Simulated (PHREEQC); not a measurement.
A solution holds 2.4 mmol/kgw CuSO4, 110 mmol/kgw H2SO4 and 50 mmol/kgw H3BO3, at 80 °C. Closed to the air; pH follows from the charge balance.

Computed with PHREEQC (ion-association model, phreeqc.dat).

```csv
quantity,before,after
pH,1.04,0.98
ionic strength (mol/kgw),0.128,0.155
HSO4- (mol/kgw),0.105,0.0906
SO4-2 (mol/kgw),0.00698,0.0211
Cu+2 (mol/kgw),0.00201,0.00163
CuSO4 (mol/kgw),0.000394,0.000766
```

Q: Which change was made?
A) H3BO3 replaced by NaBF4 at the same molality
B) H3BO3 left out
C) temperature from 80 to 25 °C
D) diluted 5-fold with water
E) temperature from 80 to 90 °C

A: C, temperature from 80 to 25 °C

No solid was allowed to form. Away from 25 °C the constants follow the database's enthalpies or fits; those with neither stay at their 25 °C values.
